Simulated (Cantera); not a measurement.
Feed: 1 mol Si3N4, a varied amount of HCl, 15 mol H2, 1.3 mol F2, at 0.0133 bar.

These are equilibrium values from Cantera (NASA tables, ideal gas, pure condensed phases), not measurements of a reactor. Candidate condensed phases: NH4Cl, Si, Si3N4; 49 gas species. The tables' values for SiCl3, SiF2, SiF3 are old estimates. Equilibrium is a limit: real reactors are often held back by kinetics, nucleation or transport.

Stable condensed phases, one row left out:

```
T in °C \ n(HCl) in mol
         3.4 4.5 6.2 8.3  11  15  21  28  38
   1800    A   A   A   B   B   B   B   B   B
   1725    A   A   A   B   B   B   B   B   B
   1650    A   A   A   B   B   B   B   B   B
   1575    A   A   A   B   B   B   B   B   B
   1500    A   A   A   B   B   B   B   B   B
   1425    A   A   A   B   B   B   B   B   B
   1350    C   C   C   C   B   B   B   B   B
   1200    C   C   C   C   C   C   B   B   B
   1125    C   C   C   C   C   C   B   B   B
```

A: Si; B: gas only; C: Si3N4.

Question: Give the row for 1275 °C.

Answer: 3.4: Si3N4; 4.5: Si3N4; 6.2: Si3N4; 8.3: Si3N4; 11: Si3N4; 15: gas only; 21: gas only; 28: gas only; 38: gas only.
